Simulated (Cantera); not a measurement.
## Hydrocarbon pyrolysis for carbon deposition

A perfectly stirred reactor is fed with 5.00 % C₂H₆, 95.0 % N₂, at 6.45 Torr; it is held at 1800 K, and followed from long to short residence time.

Computed with Cantera and GRI-Mech 3.0 (53 species, 325 reactions). GRI-Mech 3.0 stops at C3 and has no aromatics, soot or wall deposition, so with more carbon than oxygen in the feed, carbon stays in small species such as C2H2 where larger ones or solid carbon would form. Radical loss at walls, strong at low pressure, is not modelled.

```
τ (s)      x C₂H₆    x H₂     x HCN      x H   x C₂H₂
-------  --------  ------  --------  -------  -------
0.66      2.55e-5  0.0848  0.000248  0.00110   0.0433
0.32      5.16e-5  0.0826  0.000174  0.00114   0.0424
0.15     0.000107  0.0796  0.000120  0.00120   0.0412
0.073    0.000214  0.0759   8.37e-5  0.00126   0.0395
0.035    0.000431  0.0710   5.80e-5  0.00134   0.0371
0.017    0.000854  0.0649   4.02e-5  0.00141   0.0337
0.0081    0.00171  0.0571   2.72e-5  0.00148   0.0289
0.0039    0.00339  0.0478   1.82e-5  0.00151   0.0226
0.0019    0.00654  0.0373   1.17e-5  0.00147   0.0151
0.00090    0.0125  0.0254   6.72e-6  0.00131  0.00751
```
x: mole fraction; the columns are a selection and need not sum to one.
